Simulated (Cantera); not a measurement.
A freely propagating, adiabatic, planar premixed flame of 5.56 % C₃H₈, 19.9 % O₂, 74.6 % N₂, unburnt at 325 K and 1.00 bar; mixture-averaged transport, grid criteria slope 0.08 and curve 0.16, no radiation.

Detailed kinetics in Cantera: GRI-Mech 3.0 (53 species, 325 reactions). GRI-Mech 3.0 was tuned for natural gas; its chemistry of propane as a main component is partial and can be far from experiment. Burning velocities carry a grid error of a few per cent, more on coarse grids.

x: mole fraction of selected species; z is measured from the peak of heat release.

| z (mm) | T (K) | u (m/s) | x C₃H₈ | x O₂ | x CH₂ | x CO | x CO₂ | x C₂H₄ |
|---|---|---|---|---|---|---|---|---|
| -1.29 | 325 | 0.358 | 0.0555 | 0.198 | <1e-8 | 5.73e-6 | 1.73e-7 | 3.11e-7 |
| -0.857 | 327 | 0.362 | 0.0553 | 0.197 | <1e-8 | 8.24e-5 | 3.97e-6 | 6.83e-6 |
| -0.643 | 338 | 0.376 | 0.0550 | 0.195 | <1e-8 | 0.000495 | 3.40e-5 | 5.64e-5 |
| -0.429 | 433 | 0.489 | 0.0535 | 0.185 | <1e-8 | 0.00454 | 0.000535 | 0.000825 |
| -0.214 | 912 | 1.08 | 0.0376 | 0.135 | (withheld) | 0.0307 | 0.00590 | 0.00771 |
| -0.107 | 1324 | 1.62 | 0.0136 | 0.0874 | (withheld) | 0.0594 | 0.0135 | 0.0133 |
| 0 | 1698 | 2.14 | 0.000391 | 0.0399 | 5.50e-5 | 0.0892 | 0.0246 | 0.00586 |
| 0.107 | 1886 | 2.39 | 3.63e-7 | 0.0140 | 5.68e-5 | 0.100 | 0.0353 | 0.000489 |
| 0.214 | 1951 | 2.46 | <1e-8 | 0.00456 | (withheld) | 0.0992 | 0.0432 | 2.11e-5 |
| 0.429 | 1983 | 2.50 | <1e-8 | 0.000697 | (withheld) | 0.0942 | 0.0513 | 6.94e-8 |
| 0.857 | 1999 | 2.51 | <1e-8 | 0.000214 | (withheld) | 0.0913 | 0.0550 | <1e-8 |
| 1.71 | 2016 | 2.53 | <1e-8 | 0.000127 | <1e-8 | 0.0911 | 0.0554 | <1e-8 |
| 3.43 | 2032 | 2.55 | <1e-8 | 6.16e-5 | <1e-8 | 0.0916 | 0.0551 | <1e-8 |

Question: What belongs in the gaps?

Answer: 
- -0.214, x CH₂: 3.36e-8
- -0.107, x CH₂: 3.88e-6
- 0.214, x CH₂: 1.95e-5
- 0.429, x CH₂: 1.63e-6
- 0.857, x CH₂: 3.30e-8
